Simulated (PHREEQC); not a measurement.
PHREEQC input (ion-association model, wateq4f.dat):

```
SOLUTION_MASTER_SPECIES
  An  An-  0  An  62.0  # stands for a non-complexing anion
SOLUTION_SPECIES
  An- = An-
    -log_k 0
    -gamma 3.0 0
PHASES
  Fix_H+
    H+ = H+
    -log_k 0
SOLUTION 1
  temp 25
  units mmol/kgw
  pH 7 charge
  Se(4) 0.0097
  Na 300.019
  An 300
END
SELECTED_OUTPUT 1
  -reset false
  -pH true
  -pe true
  -ionic_strength true
  -water true
  -totals Na Se Se(-2) Se(4) Se(6)
  -molalities Hfo_wOH Hfo_wOH2+ Hfo_wO- Hfo_sOH Hfo_sOH2+ Hfo_sO- Hfo_wSeO3- Hfo_wOHSeO3-2
USER_PUNCH 1
  -headings sigma psi
  10 PUNCH EDL("sigma", "Hfo"), EDL("psi", "Hfo")
PRINT
  -reset false
USE solution 1
SURFACE 1
  Hfo_wOH 0.000741573 600 0.33
  Hfo_sOH 1.85393e-05
EQUILIBRIUM_PHASES 1
  Fix_H+ -3 HAn 10
    -force_equality true
END
# ... the last block is repeated for the other 12 points of pH, with NaOH or the acid as the point needs
```

Selected output (columns that matter, 13 of 13 rows; pH added in front):

```
pH	mu	Na	Se	m_Hfo_wOH	m_Hfo_wOH2+	m_Hfo_wO-	m_Hfo_sOH	m_Hfo_sOH2+	m_Hfo_sO-	m_Hfo_wSeO3-	m_Hfo_wOHSeO3-2	sigma	psi
3	0.30167	0.30002	1.6135e-06	4.745e-06	0.00072874	7.0779e-10	1.1993e-07	1.8419e-05	1.789e-11	8.0559e-06	3.0571e-08	0.36017	0.12444
3.67	0.30065	0.30002	3.4696e-07	2.0656e-05	0.00071155	1.3737e-08	5.23e-07	1.8016e-05	3.4781e-10	9.1974e-06	1.5561e-07	0.35091	0.12321
4.33	0.30041	0.30002	1.0405e-07	7.4381e-05	0.0006574	1.9279e-07	1.8839e-06	1.6651e-05	4.883e-09	9.0023e-06	5.9364e-07	0.32343	0.11912
5	0.3003	0.30002	5.3076e-08	0.000191	0.00053938	1.5494e-06	4.8379e-06	1.3662e-05	3.9246e-08	7.9966e-06	1.6504e-06	0.26324	0.1088
5.67	0.30021	0.30002	4.7604e-08	0.00033376	0.00039164	6.516e-06	8.4541e-06	9.9202e-06	1.6505e-07	6.4491e-06	3.2033e-06	0.18618	0.091724
6.33	0.30014	0.30002	6.2848e-08	0.00044805	0.00026664	1.7247e-05	1.1349e-05	6.7538e-06	4.3686e-07	4.8688e-06	4.7683e-06	0.1176	0.070124
7	0.30008	0.30002	1.1191e-07	0.00051988	0.00017715	3.4951e-05	1.3167e-05	4.4868e-06	8.8523e-07	3.5375e-06	6.0506e-06	0.063434	0.044814
7.67	0.30004	0.30002	2.8128e-07	0.00055416	0.00011874	5.9248e-05	1.4032e-05	3.0067e-06	1.5003e-06	2.5319e-06	6.8869e-06	0.021781	0.017098
8.33	0.30002	0.30003	1.0828e-06	0.00056227	7.895e-05	9.1736e-05	1.4222e-05	1.9969e-06	2.3204e-06	1.673e-06	6.9443e-06	-0.013973	-0.011086
9	0.30008	0.30013	4.4184e-06	0.00054537	4.7514e-05	0.00014341	1.3732e-05	1.1964e-06	3.6109e-06	6.8681e-07	4.5947e-06	-0.052722	-0.038459
9.67	0.3002	0.30029	8.3934e-06	0.00049023	2.4399e-05	0.00022564	1.2277e-05	6.1106e-07	5.6509e-06	1.028e-07	1.2038e-06	-0.10175	-0.06371
10.33	0.30051	0.30067	9.4988e-06	0.00038926	1.0151e-05	0.00034196	9.7342e-06	2.5385e-07	8.5512e-06	8.6125e-09	1.9248e-07	-0.16594	-0.086147
11	0.30175	0.30199	9.6702e-06	0.00024767	2.8619e-06	0.00049101	6.1919e-06	7.1549e-08	1.2276e-05	5.7785e-10	2.9144e-08	-0.24387	-0.10487
```

The database's selenite sorption wasn't checked against measurements; a fall in acid may be a fault of its surface constants. The oxide is taken as insoluble; below pH 4 it would dissolve.
